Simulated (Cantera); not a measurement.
Input: 1 mol PbO, 0.17 mol H2, 0.15 mol N2, equilibrated at 11.0 mbar.

Equilibrium computed with Cantera from the NASA thermochemical tables; the gas is ideal and each condensed phase is pure. Candidate condensed phases: H2O, Pb, PbO, PbO2, Pb3O4; 27 gas species. Rates play no part.

### Question
At 725 K, list the 3 most abundant gas species with their mole fractions, and the condensed phases.

### Answer
H2O 0.531, N2 0.469, H2 2.24e-5. Condensed: Pb(l) + PbO(red).
